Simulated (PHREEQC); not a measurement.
**Ultrapure water in contact with air or piping: speciation**

A made-up water analysis in mmol/kgw, 25 °C, pH 5.77, pe 10.3: Na 0.00352; K 0.000739; Ca 0.00137; Mg 0.00159; Cl 0.00367; S(6) 0.00255; Alkalinity (meq/kgw) 0.00132; Sr 1.61e-05.

Valence states are taken as typed.

The numbers come from PHREEQC with the ion-association model, phreeqc.dat.

```yaml
ionic_strength: 1.74e-5 mol/kgw
charge_balance_error: 0.5 %
```

| species | molality | activity | log γ |
|---|---|---|---|
| CO2 | 1.15e-5 | 1.15e-5 | 0.000 |
| Cl- | 3.67e-6 | 3.65e-6 | -0.002 |
| Na+ | 3.52e-6 | 3.50e-6 | -0.002 |
| HCO3- | 3.02e-6 | 3.01e-6 | -0.002 |
| SO4-2 | 2.55e-6 | 2.50e-6 | -0.008 |
| H+ | 1.71e-6 | 1.70e-6 | -0.002 |
| Mg+2 | 1.59e-6 | 1.56e-6 | -0.008 |
| Ca+2 | 1.37e-6 | 1.34e-6 | -0.008 |
| K+ | 7.39e-7 | 7.35e-7 | -0.002 |
| Sr+2 | 1.61e-8 | 1.58e-8 | -0.008 |
| OH- | 5.99e-9 | 5.96e-9 | -0.002 |

This is a speciation only: nothing precipitates in the calculation.
